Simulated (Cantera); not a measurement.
Input: 1 mol Fe, 0.15 mol H2O, 0.73 mol O2, held at 101000 Pa.

These are equilibrium values from Cantera (NASA tables, ideal gas, pure condensed phases), not measurements of a reactor. Candidate condensed phases: Fe, FeO, Fe(OH)2, Fe(OH)3, Fe2O3, Fe3O4, H2O; 12 gas species. Mutual solubility and eutectic melting of coexisting phases are not modelled. Equilibrium is a limit: real reactors are often held back by kinetics, nucleation or transport.

Q: Which condensed phases are stable at each of these points (T (K)): 773, 873, 973, 1073, 1173, 1273, 1373, 1473, 1573, 1673, 1773?

A: 
| T (K) | condensed phases | Fe condensed (%) |
|---|---|---|
| 773 | Fe2O3(s) + Fe3O4(s) | 100.0 |
| 873 | Fe2O3(s) + Fe3O4(s) | 100.0 |
| 973 | Fe2O3(s) + Fe3O4(s) | 100.0 |
| 1073 | Fe2O3(s) + Fe3O4(s) | 100.0 |
| 1173 | Fe2O3(s) + Fe3O4(s) | 100.0 |
| 1273 | Fe2O3(s) + Fe3O4(s) | 100.0 |
| 1373 | Fe2O3(s) + Fe3O4(s) | 100.0 |
| 1473 | Fe2O3(s) + Fe3O4(s) | 100.0 |
| 1573 | Fe2O3(s) + Fe3O4(s) | 100.0 |
| 1673 | Fe2O3(s) + Fe3O4(s) | 100.0 |
| 1773 | Fe3O4(s) | 100.0 |

From 773 K to 1673 K the condensed part is Fe2O3(s) + Fe3O4(s). At 1773 K the condensed part is Fe3O4(s).
